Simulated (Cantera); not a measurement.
Standard-state values (1 bar) from the NASA 1993 polynomials, evaluated with Cantera. Values are per mole of reaction as written; species without (g) are pure solids or liquids, kept so even where they would boil at 1 bar.

Q: Between 300 and 2775 K, where is each reaction favourable under standard conditions?
- O2(g) + 2 BaBr2 → 2 Br2(g) + 2 BaO

A: 
- O2(g) + 2 BaBr2 → 2 Br2(g) + 2 BaO: ΔG° is 441 kJ at 300 K and 276 kJ at 2775 K; it stays positive (K < 1). ΔH° is 448 kJ and ΔS° 62 J/K at 2775 K.
